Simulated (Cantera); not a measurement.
Charge: 1 mol SiC, 0.002 mol O2, 160 mol H2, at 1.10 bar.

Equilibrium computed with Cantera from the NASA thermochemical tables; the gas is ideal and each condensed phase is pure. Candidate condensed phases: C, C6H6, C7H8, C8H18, H2O, Si, SiC, SiO2; 123 gas species. Mutual solubility and eutectic melting of coexisting phases are not modelled. The tables hold silica as quartz up to 1696 K and as liquid above; real silica turns to tridymite and cristobalite and melts near 1996 K. Gases not in the tables: Si2H6 and higher silanes. The numbers say what is thermodynamically allowed, not how fast it happens.

x: gas mole fraction; n: condensed amount in mol.

```csv
T (K),x H2,x H,x SiH2,x Si,x C2H2 (acetylene),x CH4,x SiH,n Si(s),n SiC(s),n SiO2(β-quartz)
975,1.000,1.09e-9,4.45e-11,<1e-12,<1e-12,4.30e-5,<1e-12,0.00481,0.993,0.00200
1125,1.000,4.24e-8,2.37e-9,<1e-12,<1e-12,3.28e-5,1.67e-12,0.00315,0.995,0.00199
1275,1.000,7.03e-7,4.94e-8,…,2.58e-12,2.64e-5,1.75e-10,0.00182,0.996,0.00168
1425,1.000,6.50e-6,4.84e-7,…,1.27e-10,2.48e-5,6.09e-9,0,0.996,0
1575,1.000,3.96e-5,2.81e-6,…,3.51e-9,2.58e-5,9.77e-8,0,0.996,0
1725,1.000,0.000177,1.05e-5,…,6.98e-8,3.02e-5,8.46e-7,0,0.995,0
1875,0.999,0.000625,2.70e-5,…,1.20e-6,4.09e-5,4.35e-6,0,0.992,0
2025,0.998,0.00183,5.57e-5,…,1.56e-5,5.73e-5,1.62e-5,0,0.983,0
2175,0.995,0.00464,0.000119,…,0.000108,6.66e-5,5.75e-5,0,0.949,0
```

Q: Some entries are withheld; supply them.

A: 
- 1275, x Si: 1.75e-11
- 1425, x Si: 1.31e-9
- 1575, x Si: 3.90e-8
- 1725, x Si: 5.64e-7
- 1875, x Si: 4.48e-6
- 2025, x Si: 2.42e-5
- 2175, x Si: 0.000118
